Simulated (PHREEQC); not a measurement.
Solution (5 °C): 0.61 mmol/kgw Na2SO4 and 0.053 mmol/kgw KCl. Closed to the air; pH follows from the charge balance.

Equilibrium calculation in PHREEQC: ion-association model, phreeqc.dat.

The ionic strength comes out as 0.00188 mol/kgw.

```json
[
 {"species": "Na+", "molality": "0.00122", "activity": "0.00116", "log γ": "-0.020"},
 {"species": "SO4-2", "molality": "0.000607", "activity": "0.000505", "log γ": "-0.080"},
 {"species": "Cl-", "molality": "5.30e-5", "activity": "5.06e-5", "log γ": "-0.020"},
 {"species": "K+", "molality": "5.29e-5", "activity": "5.04e-5", "log γ": "-0.020"},
 {"species": "NaSO4-", "molality": "2.69e-6", "activity": "2.57e-6", "log γ": "-0.020"},
 {"species": "KSO4-", "molality": "1.29e-7", "activity": "1.23e-7", "log γ": "-0.020"},
 {"species": "OH-", "molality": "4.59e-8", "activity": "4.38e-8", "log γ": "-0.020"},
 {"species": "H+", "molality": "4.44e-8", "activity": "4.25e-8", "log γ": "-0.019"}
]
```

No solid was allowed to form. At this temperature some constants are extrapolated from 25 °C, and those without enthalpy data are left unchanged.
